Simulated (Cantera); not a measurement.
A closed system holds: 1 mol Si(CH₃)₄, 0.062 mol HCl, 1.4 mol H₂, held at 1873.15 K and 7.50 Torr.

These are equilibrium values from Cantera (NASA tables, ideal gas, pure condensed phases), not measurements of a reactor. Candidate condensed phases: C, C₆H₆, C₇H₈, C₈H₁₈, Si, SiC; 109 gas species. Rates play no part.

Base state: H₂ 0.985, HCl 0.00823, H 0.00641, C₂H₂ (acetylene) 0.000308, Cl 4.06e-5, Si 2.94e-5 (mole fractions); condensed: C(graphite) + SiC(s).

Q: What changes in the equilibrium state with this change: pressure from 7.50 Torr to 158 Torr?

A: 
```tsv
species	before	after
H₂	0.985	0.990
HCl	0.00823	0.00828
H	0.00641	0.00140
CH₄	5.91e-6	0.000125
Si	2.94e-5	1.40e-6
Cl	4.06e-5	8.89e-6
C₂H₂ (acetylene)	0.000308	0.000309
C(graphite), mol	3.00	2.99
SiC(s), mol	1.000	1.000
```

Q: What changes in the equilibrium state with this change: pressure from 7.50 Torr to 15.8 Torr?

A: 
```csv
species,before,after
H₂,0.985,0.987
HCl,0.00823,0.00825
H,0.00641,0.00443
Si,2.94e-5,1.40e-5
CH₄,5.91e-6,1.25e-5
Cl,4.06e-5,2.80e-5
C₂H₂ (acetylene),0.000308,0.000308
"C(graphite), mol",3.00,3.00
"SiC(s), mol",1.000,1.000
```

Q: What changes in the equilibrium state with this change: pressure from 7.50 Torr to 100 Torr?

A: 
```
species             before     after
----------------  --------  --------
H₂                   0.985     0.990
HCl                0.00823   0.00828
H                  0.00641   0.00176
CH₄                5.91e-6   7.96e-5
Si                 2.94e-5   2.20e-6
Cl                 4.06e-5   1.12e-5
C₂H₂ (acetylene)  0.000308  0.000309
C(graphite), mol      3.00      2.99
SiC(s), mol          1.000     1.000
```
